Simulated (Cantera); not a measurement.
Standard-state values (1 bar) from the NASA 1993 polynomials, evaluated with Cantera. Values are per mole of reaction as written; species without (g) are pure solids or liquids, kept so even where they would boil at 1 bar.

6 NH3(g) + 4 CrO3(g) = 6 NO(g) + 9 H2(g) + 2 Cr2O3, with ΔH° = -275.0 kJ and ΔS° = 380.3 J/K at 300 K.

How far is the shortcut ΔG° ≈ ΔH°(300 K) − T·ΔS°(300 K) from the full temperature-dependent value at 448, 598, 748, 898, 1048, 1198, 1348, 1498, 1648, 1798, 1948 K?


```
T (K)  shortcut (kJ)  full (kJ)  difference (kJ)  difference in log10 K
-----  -------------  ---------  ---------------  ---------------------
448           -445.3     -452.1              6.8                  -0.79
598           -502.4     -524.8             22.4                  -1.96
748           -559.4     -602.5             43.1                  -3.01
898           -616.5     -683.4             66.9                  -3.89
1048          -673.5     -766.5             93.0                  -4.63
1198          -730.6     -851.2            120.6                  -5.26
1348          -787.6     -937.1            149.5                  -5.79
1498          -844.7    -1024.0            179.3                  -6.25
1648          -901.7    -1111.7            209.9                  -6.65
1798          -958.8    -1200.0            241.2                  -7.01
1948         -1015.8    -1288.8            273.0                  -7.32
```
The shortcut ignores the heat-capacity change of the reaction.
